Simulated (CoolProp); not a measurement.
The numbers come from the reference Helmholtz-energy equation of state, Gao 2016 in CoolProp.

Task: Give the vapour pressure (MPa), enthalpy of vaporisation (kJ/kg), liquid cp (kJ/(kg K)), vapour Z of saturated sulfur dioxide at 341.8, 347, 362.5 K.

Result: 
```json
[
 {"T (K)": "341.8", "p (MPa)": "1.37", "enthalpy of vaporisation (kJ/kg)": "305", "liquid cp (kJ/(kg K))": "1.50", "vapour Z": "0.841"},
 {"T (K)": "347", "p (MPa)": "1.56", "enthalpy of vaporisation (kJ/kg)": "298", "liquid cp (kJ/(kg K))": "1.53", "vapour Z": "0.827"},
 {"T (K)": "362.5", "p (MPa)": "2.22", "enthalpy of vaporisation (kJ/kg)": "275", "liquid cp (kJ/(kg K))": "1.61", "vapour Z": "0.780"}
]
```
